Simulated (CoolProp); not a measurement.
Vapour-liquid equilibrium of o-xylene (1) + n-undecane (2) at 370.3 K; x and y are mole fractions of (1).

The numbers come from the multi-fluid Helmholtz-energy mixture model, Zhou 2012 and Aleksandrov 2011; pair parameters Bell 2016 in CoolProp.

```tsv
x	bubble pressure (MPa)	y at the bubble point	dew pressure at overall composition x (MPa)	liquid density (mol/L)
0.05	0.004846	0.234	0.004073	4.462
0.2	0.007802	0.599	0.004682	4.801
0.35	0.01085	0.766	0.005509	5.185
0.5	0.01390	0.859	0.006694	5.623
0.65	0.01693	0.919	0.008536	6.127
0.8	0.01995	0.960	0.01180	6.714
0.95	0.02298	0.991	0.01912	7.404
```

No azeotrope shows between x = 0.05 and 0.95.

The pair parameters rest on a limited set of measurements; away from them the model extrapolates.
